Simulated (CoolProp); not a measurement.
Ethanol along the isobar 5.88 MPa: fugacity coefficient from the reference equation and from simpler models built on Tc = 241.6 °C, pc = 6.268 MPa, ω = 0.644; each cubic takes its own stable root.

The numbers come from the reference Helmholtz-energy equation of state, Schroeder 2014 in CoolProp.

| T (°C) | phase | reference |
|---|---|---|
| 138.15 | liquid | 0.1218 |
| 144.25 | liquid | 0.1414 |
| 150.45 | liquid | 0.1634 |
| 156.65 | liquid | 0.1878 |
| 162.75 | liquid | 0.2139 |
| 168.95 | liquid | 0.2428 |
| 175.05 | liquid | 0.2735 |
| 181.25 | liquid | 0.3070 |
| 187.35 | liquid | 0.3422 |
| 193.55 | liquid | 0.3802 |
| 199.75 | liquid | 0.4203 |
| 205.85 | liquid | 0.4617 |
| 212.05 | liquid | 0.5055 |
| 218.15 | liquid | 0.5502 |
| 224.35 | liquid | 0.5968 |

How far does each simpler model (van der Waals, Redlich-Kwong, Soave-Redlich-Kwong) lie from the reference over these 15 states: mean and median of the absolute difference, and the worst?


- van der Waals: mean 85.0 %, median 70.3 %, worst +207.1 % at 138.15 °C and 5.88 MPa
- Redlich-Kwong: mean 44.3 %, median 38.6 %, worst +102.9 % at 138.15 °C and 5.88 MPa
- Soave-Redlich-Kwong: mean 2.4 %, median 2.5 %, worst +4.4 % at 138.15 °C and 5.88 MPa
